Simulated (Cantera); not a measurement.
Gas mixture: C₂H₆ : CH₃OH = 0.93 : 0.56 (molar parts), at 473 Torr, frozen composition.

Cantera's kinetic-theory transport with the Lennard-Jones parameters of GRI-Mech 3.0, ideal gas; thermal conductivity in the multicomponent form. Polar gases are described roughly by these parameters. The composition is frozen, though it would react at the higher temperatures.

D: mixture-averaged diffusion coefficient of that species in the mixture.

| T (K) | ρ (kg/m³) | cp (J/kg/K) | μ (µPa s) | λ (mW/m/K) | Pr | D (cm²/s) H₂O | D (cm²/s) O | D (cm²/s) CO₂ |
|---|---|---|---|---|---|---|---|---|
| 400 | 0.584 | 1947 | ___ | 32.8 | 0.750 | 0.430 | 0.637 | 0.301 |
| 650 | 0.359 | 2782 | ___ | 72.4 | 0.752 | 1.11 | 1.50 | 0.744 |
| 900 | 0.259 | 3370 | ___ | 114 | 0.754 | 2.04 | 2.61 | 1.33 |
| 1150 | 0.203 | 3823 | ___ | 156 | 0.755 | 3.19 | 3.95 | 2.04 |
| 1400 | 0.167 | 4141 | ___ | 195 | 0.755 | 4.51 | 5.50 | 2.86 |
| 1650 | 0.141 | 4372 | ___ | 232 | 0.754 | 6.01 | 7.23 | 3.78 |
| 1900 | 0.123 | 4539 | ___ | 265 | 0.753 | 7.67 | 9.15 | 4.80 |

**Question.** Some entries are withheld; supply them.

**Answer.** 
- 400, μ (µPa s): 12.6
- 650, μ (µPa s): 19.6
- 900, μ (µPa s): 25.5
- 1150, μ (µPa s): 30.8
- 1400, μ (µPa s): 35.6
- 1650, μ (µPa s): 39.9
- 1900, μ (µPa s): 44.0
